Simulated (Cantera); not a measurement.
A perfectly stirred reactor is fed with CO : O₂ : H₂O : N₂ = 0.012 : 0.0043 : 0.00031 : 1 (molar parts), equivalence ratio 1.4, at 0.967 atm; it is held at 1275 K, and followed from long to short residence time.

Model: GRI-Mech 3.0 (53 species, 325 reactions), integrated in Cantera.

Predict: x(CO) at τ = 0.380 s; x(O₂) at τ = 0.380 s; x(H₂O) at τ = 0.380 s; x(H₂) at τ = 0.380 s; x(H₂O₂) at τ = 0.380 s; x(CO) at τ = 19.0 ms; x(O₂) at τ = 19.0 ms; x(H₂O) at τ = 19.0 ms; x(H₂) at τ = 19.0 ms; x(H₂O₂) at τ = 19.0 ms.


* **x(CO) at τ = 0.380 s**: 0.00357
* **x(O₂) at τ = 0.380 s**: 0.000133
* **x(H₂O) at τ = 0.380 s**: 0.000202
* **x(H₂) at τ = 0.380 s**: 3.50e-5
* **x(H₂O₂) at τ = 0.380 s**: 1.23e-9
* **x(CO) at τ = 19.0 ms**: 0.00658
* **x(O₂) at τ = 19.0 ms**: 0.00150
* **x(H₂O) at τ = 19.0 ms**: 0.000191
* **x(H₂) at τ = 19.0 ms**: 1.81e-5
* **x(H₂O₂) at τ = 19.0 ms**: 3.53e-9
